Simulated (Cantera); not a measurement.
Cantera run, input and output.

```python
import numpy as np
import cantera as ct

gas = ct.Solution("gri30.yaml")
gas.TP = 300, 150000
flame = ct.CounterflowDiffusionFlame(gas, width=0.02)
flame.fuel_inlet.X, flame.fuel_inlet.T = {'CH4': 1, 'CO': 0.21, 'N2': 0.34}, 325
flame.oxidizer_inlet.X, flame.oxidizer_inlet.T = {'O2': 0.21, 'N2': 0.79}, 750
flame.set_refine_criteria(ratio=3, slope=0.12, curve=0.24, prune=0.03)
show = ['OH', 'H', 'NO', 'CO', 'C2H2']

rows = []
print(f"{'mdot':>8s}{'a_max':>10s}{'a_mean':>10s}{'Tmax/K':>9s}" + "".join(f"{s:>11s}" for s in show) + "   (peak mole fractions)")
for i, mdot in enumerate([0.38, 0.5, 0.66, 0.87, 1.2, 1.5, 2, 2.7, 3.6]):  # kg/m2/s on the oxidiser side
    flame.oxidizer_inlet.mdot, flame.fuel_inlet.mdot = mdot, 1.5 * mdot
    flame.solve(loglevel=0, auto=(i == 0))
    if flame.T.max() < max(325, 750) + 100:
        print(f"{mdot:8.3g}  no burning solution found from the previous one")
        break
    dT = np.abs(np.gradient(flame.T, flame.grid))
    rows.append([flame.strain_rate("max"), flame.strain_rate("mean"), flame.T.max(),
                 *(flame.X[gas.species_index(s)].max() for s in show), max(dT[0], dT[-1]) / dT.max()])
    print(f"{mdot:8.3g}{rows[-1][0]:10.1f}{rows[-1][1]:10.1f}{rows[-1][2]:9.1f}" + "".join(f"{x:11.3e}" for x in rows[-1][3:-1]))
```

It prints:

```
    mdot     a_max    a_mean   Tmax/K         OH          H         NO         CO       C2H2   (peak mole fractions)
    0.38     248.3      52.7   2219.0  8.726e-03  3.804e-03  3.731e-04  1.355e-01  1.272e-02
     0.5     319.0      69.3   2204.8  8.788e-03  3.961e-03  3.494e-04  1.355e-01  1.206e-02
    0.66     412.0      91.5   2192.8  8.833e-03  4.133e-03  3.266e-04  1.355e-01  1.140e-02
    0.87     532.7     120.6   2183.0  8.897e-03  4.324e-03  3.046e-04  1.355e-01  1.086e-02
     1.2     719.4     166.4   2169.2  8.892e-03  4.522e-03  2.750e-04  1.355e-01  1.020e-02
     1.5     886.5     208.0   2158.5  8.849e-03  4.646e-03  2.524e-04  1.355e-01  9.721e-03
       2    1161.3     277.3   2142.9  8.738e-03  4.785e-03  2.209e-04  1.355e-01  9.089e-03
     2.7    1540.3     374.3   2123.8  8.542e-03  4.892e-03  1.857e-04  1.355e-01  8.349e-03
     3.6    2021.2     499.1   2102.0  8.251e-03  4.929e-03  1.504e-04  1.355e-01  7.520e-03
```

Computed with Cantera and GRI-Mech 3.0 (53 species, 325 reactions). GRI-Mech 3.0 has no aromatics or soot, which form on the fuel side of real flames. The maximum strain rate includes the flame's own expansion and is several times the mean.
